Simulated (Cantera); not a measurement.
A Cantera script and what it prints.

```python
import numpy as np
import cantera as ct

gas_names = """
    CL CL2 H HCL H2 N NH NH2 NH3 N2 N2H2 N2H4 Si SiCL SiCL2 SiCL3 SiCL4 SiH SiHCL3 SiH2 SiH2CL2 SiH3
    SiH3CL SiH4 SiN Si2 Si2N Si3
""".split()
cond_names = """
    NH4CL(a) NH4CL(b) Si(cr) Si(L) Si3N4(a)
""".split()


# ... load() reads the species with a 1 bar reference pressure and builds the phases ...
atoms = {
    'SiH2Cl2': {'Si': 1, 'H': 2, 'CL': 2},
    'HCl': {'H': 1, 'CL': 1},
    'H2': {'H': 2},
    'N2': {'N': 2},
}
top_T = {'Si3N4(a)': 2400}  # K; cautious upper limits of use, not melting points


# ... equilibrate(T, P, feed) seeds the gas with the atoms and calls Mixture.equilibrate('TP', solver="vcs", rtol=1e-11, max_steps=5000) ...
results = []
feed = {'SiH2Cl2': 1, 'HCl': 0.32, 'H2': 49, 'N2': 0.00061}  # mol
P = 100000  # Pa
for T in [1248, 1348, 1448, 1548, 1648, 1748, 1848, 1948, 2048, 2148, 2248, 2348]:
    mix = equilibrate(T, P, feed)
    results.append((T, P, feed, dict(zip(mix.species_names, mix.species_moles))))
    x = sorted(zip(gas.X, gas.species_names), reverse=True)
    print(f"T = {T:g} K  P = {P:g} Pa  gas = {mix.phase_moles(0):.4g} mol")
    print("   x: " + "  ".join(f"{s} {v:.3e}" for v, s in x if v > 0.001))
    print("   condensed (mol): " + ("  ".join(f"{mix.phase(i).name} {mix.phase_moles(i):.4g}"
          for i in range(1, mix.n_phases) if mix.phase_moles(i) > 1e-12) or "none"))
```

Output:

```
T = 1248 K  P = 100000 Pa  gas = 51.04 mol
   x: H2 9.690e-01  HCL 2.368e-02  SiHCL3 2.754e-03  SiCL4 1.911e-03  SiCL2 1.452e-03
   condensed (mol): Si(cr) 0.6262  Si3N4(a) 0.0003013
T = 1348 K  P = 100000 Pa  gas = 51.18 mol
   x: H2 9.638e-01  HCL 3.051e-02  SiCL2 2.710e-03  SiHCL3 1.302e-03
   condensed (mol): Si(cr) 0.7059  Si3N4(a) 0.0002603
T = 1448 K  P = 100000 Pa  gas = 51.26 mol
   x: H2 9.611e-01  HCL 3.390e-02  SiCL2 3.681e-03
   condensed (mol): Si(cr) 0.7425
T = 1548 K  P = 100000 Pa  gas = 51.3 mol
   x: H2 9.601e-01  HCL 3.498e-02  SiCL2 4.240e-03
   condensed (mol): Si(cr) 0.7508
T = 1648 K  P = 100000 Pa  gas = 51.31 mol
   x: H2 9.598e-01  HCL 3.517e-02  SiCL2 4.577e-03
   condensed (mol): Si(cr) 0.7484
T = 1748 K  P = 100000 Pa  gas = 51.32 mol
   x: H2 9.593e-01  HCL 3.581e-02  SiCL2 4.455e-03
   condensed (mol): Si(L) 0.7611
T = 1848 K  P = 100000 Pa  gas = 51.33 mol
   x: H2 9.585e-01  HCL 3.675e-02  SiCL2 4.080e-03
   condensed (mol): Si(L) 0.7822
T = 1948 K  P = 100000 Pa  gas = 51.35 mol
   x: H2 9.574e-01  HCL 3.748e-02  SiCL2 3.739e-03  H 1.106e-03
   condensed (mol): Si(L) 0.7973
T = 2048 K  P = 100000 Pa  gas = 51.38 mol
   x: H2 9.559e-01  HCL 3.805e-02  SiCL2 3.433e-03  H 2.189e-03
   condensed (mol): Si(L) 0.8049
T = 2148 K  P = 100000 Pa  gas = 51.45 mol
   x: H2 9.535e-01  HCL 3.846e-02  H 4.070e-03  SiCL2 3.157e-03
   condensed (mol): Si(L) 0.8009
T = 2248 K  P = 100000 Pa  gas = 51.55 mol
   x: H2 9.496e-01  HCL 3.870e-02  H 7.159e-03  SiCL2 2.904e-03
   condensed (mol): Si(L) 0.7758
T = 2348 K  P = 100000 Pa  gas = 51.74 mol
   x: H2 9.434e-01  HCL 3.872e-02  H 1.199e-02  SiCL2 2.667e-03  Si 1.413e-03
   condensed (mol): Si(L) 0.7117
```

These are equilibrium values from Cantera (NASA tables, ideal gas, pure condensed phases), not measurements of a reactor. N2 is the only nitrogen source here; it is nearly inert below about 1500 K, so the nitride shown seldom forms there in practice. Mutual solubility and eutectic melting of coexisting phases are not modelled. The tables' values for SiCl3, SiCl are old estimates; treat these amounts as uncertain. Gases not in the tables: Si2H6 and higher silanes.
